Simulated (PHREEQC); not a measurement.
Consider water at 20 °C with 9.2 mmol/kgw Pb(NO3)2. Closed to the air; pH follows from the charge balance.

The numbers come from PHREEQC with the ion-association model, phreeqc.dat.

```csv
quantity,before,after
pH,4.97,2.36
ionic strength (mol/kgw),0.0254,0.0502
```

### Question
Name the change that produced these shifts.
A. Pb(NO3)2 replaced by Fe(NO3)3 at the same molality
B. temperature from 20 to 10 °C
C. Pb(NO3)2 from 0.0092 to 0.00184 mol/kgw
D. Pb(NO3)2 from 0.0092 to 0.0046 mol/kgw
E. Pb(NO3)2 replaced by NaNO3 at the same molality

### Answer
A, Pb(NO3)2 replaced by Fe(NO3)3 at the same molality

This is a speciation only: nothing precipitates in the calculation. Some of these states are supersaturated (in Hematite (slow to form), Goethite (slow to form), for instance).
